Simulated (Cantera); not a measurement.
A perfectly stirred reactor is fed with 2.22 % C₂H₆, 97.8 % N₂, at 1.00 bar; it is held at 1000 K, and followed from long to short residence time.

Cantera simulation using GRI-Mech 3.0 (53 species, 325 reactions); the numbers are that mechanism's predictions, not measurements. GRI-Mech 3.0 stops at C3 and has no aromatics, soot or wall deposition, so with more carbon than oxygen in the feed, carbon stays in small species such as C2H2 where larger ones or solid carbon would form.

x: mole fraction; the columns are a selection and need not sum to one.

```json
[
 {"τ (s)": "0.78", "x C₂H₆": "0.0174", "x CH₃": "8.66e-8", "x CH₂": "<1e-12", "x H₂": "0.00465", "x H": "2.24e-8", "x C₂H₂": "___"},
 {"τ (s)": "0.22", "x C₂H₆": "0.0207", "x CH₃": "1.00e-7", "x CH₂": "<1e-12", "x H₂": "0.00149", "x H": "2.10e-8", "x C₂H₂": "___"},
 {"τ (s)": "0.060", "x C₂H₆": "0.0218", "x CH₃": "8.72e-8", "x CH₂": "<1e-12", "x H₂": "0.000367", "x H": "1.79e-8", "x C₂H₂": "___"},
 {"τ (s)": "0.017", "x C₂H₆": "0.0222", "x CH₃": "4.97e-8", "x CH₂": "<1e-12", "x H₂": "6.33e-5", "x H": "1.07e-8", "x C₂H₂": "___"},
 {"τ (s)": "0.0047", "x C₂H₆": "0.0222", "x CH₃": "2.78e-8", "x CH₂": "<1e-12", "x H₂": "5.64e-6", "x H": "3.44e-9", "x C₂H₂": "1.34e-10"},
 {"τ (s)": "0.0013", "x C₂H₆": "0.0222", "x CH₃": "1.94e-8", "x CH₂": "<1e-12", "x H₂": "3.35e-7", "x H": "7.40e-10", "x C₂H₂": "<1e-12"},
 {"τ (s)": "0.00037", "x C₂H₆": "0.0222", "x CH₃": "1.03e-8", "x CH₂": "<1e-12", "x H₂": "1.45e-8", "x H": "1.12e-10", "x C₂H₂": "<1e-12"},
 {"τ (s)": "0.00010", "x C₂H₆": "0.0222", "x CH₃": "3.71e-9", "x CH₂": "<1e-12", "x H₂": "3.77e-10", "x H": "1.08e-11", "x C₂H₂": "<1e-12"}
]
```

**Question.** Some entries are withheld; supply them.

**Answer.** 
- 0.78, x C₂H₂: 6.11e-5
- 0.22, x C₂H₂: 7.86e-6
- 0.060, x C₂H₂: 5.34e-7
- 0.017, x C₂H₂: 1.63e-8
